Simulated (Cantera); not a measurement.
A perfectly stirred reactor is fed with NH3 : N2 = 1 : 1.1 (molar parts), at 100.0 Torr; it is held at 1725 K, and followed from long to short residence time.

Cantera simulation using the gas-phase N/H chemistry of the illustrative SiF4/NH3 mechanism in the Surface Chemkin manual (1991); the numbers are that mechanism's predictions, not measurements. Walls and surfaces, which speed up NH3 decomposition in real reactors, are not modelled.

Problem. What does this change do: pressure from 100.0 Torr to 10.00 Torr?

Solution. 
```csv
quantity,before,after
x(NH3) at τ = 0.690 s,0.409,0.457
x(N) at τ = 0.690 s,5.04e-8,4.48e-8
x(N2H2) at τ = 0.690 s,8.88e-7,2.56e-6
x(NH) at τ = 0.690 s,1.53e-6,2.41e-6
x(N2) at τ = 0.690 s,0.523,0.523
x(NH3) at τ = 76.0 ms,0.468,0.475
x(N) at τ = 76.0 ms,9.14e-9,1.77e-9
x(N2H2) at τ = 76.0 ms,1.03e-6,1.13e-6
x(NH) at τ = 76.0 ms,1.06e-6,9.47e-7
x(N2) at τ = 76.0 ms,0.524,0.524
```

Problem. What does this change do: temperature 1725 to 1800 K?

Solution. 
```json
[
 {"quantity": "x(NH3) at τ = 0.690 s", "before": "0.409", "after": "0.341"},
 {"quantity": "x(N) at τ = 0.690 s", "before": "5.04e-8", "after": "1.34e-7"},
 {"quantity": "x(N2H2) at τ = 0.690 s", "before": "8.88e-7", "after": "9.70e-7"},
 {"quantity": "x(NH) at τ = 0.690 s", "before": "1.53e-6", "after": "2.92e-6"},
 {"quantity": "x(N2) at τ = 0.690 s", "before": "0.523", "after": "0.522"},
 {"quantity": "x(NH3) at τ = 76.0 ms", "before": "0.468", "after": "0.456"},
 {"quantity": "x(N) at τ = 76.0 ms", "before": "9.14e-9", "after": "3.93e-8"},
 {"quantity": "x(N2H2) at τ = 76.0 ms", "before": "1.03e-6", "after": "1.43e-6"},
 {"quantity": "x(NH) at τ = 76.0 ms", "before": "1.06e-6", "after": "2.30e-6"},
 {"quantity": "x(N2) at τ = 76.0 ms", "before": "0.524", "after": "0.523"}
]
```
